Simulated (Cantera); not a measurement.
# Thermodynamics of carbothermic reduction, feed MgO + C + H2

Charge: 1 mol MgO, 0.43 mol C, 0.29 mol H2, held at 0.133 bar.

Equilibrium computed with Cantera from the NASA thermochemical tables; the gas is ideal and each condensed phase is pure. Candidate condensed phases: C, C6H6, C7H8, C8H18, H2O, Mg, MgCO3, MgO, Mg(OH)2; 116 gas species. The tables' values for MgH are old estimates; treat these amounts as uncertain. The numbers say what is thermodynamically allowed, not how fast it happens.

```csv
T (K),x Mg,x CO,x H2,x H,x H2O,x CO2,n MgO(s)
2173,0.372,0.372,0.247,0.00656,0.000730,0.000212,0.569
2223,0.372,0.371,0.244,0.00867,0.00130,0.000370,0.568
2273,0.373,0.370,0.241,0.0113,0.00225,0.000626,0.566
2323,0.373,0.368,0.237,0.0145,0.00378,0.00103,0.564
2373,0.374,0.366,0.232,0.0184,0.00613,0.00166,0.560
2423,0.376,0.362,0.224,0.0230,0.00962,0.00261,0.554
2473,0.379,0.357,0.213,0.0282,0.0146,0.00398,0.545
2523,0.383,0.351,0.200,0.0341,0.0212,0.00592,0.533
```
x: gas mole fraction; n: condensed amount in mol.

From 2173 K to 2523 K the condensed part is MgO(s). The main Mg-bearing gas is Mg throughout. The share of Mg in condensed phases is highest at 2173 K (56.9 %) and lowest at 2523 K (53.3 %).
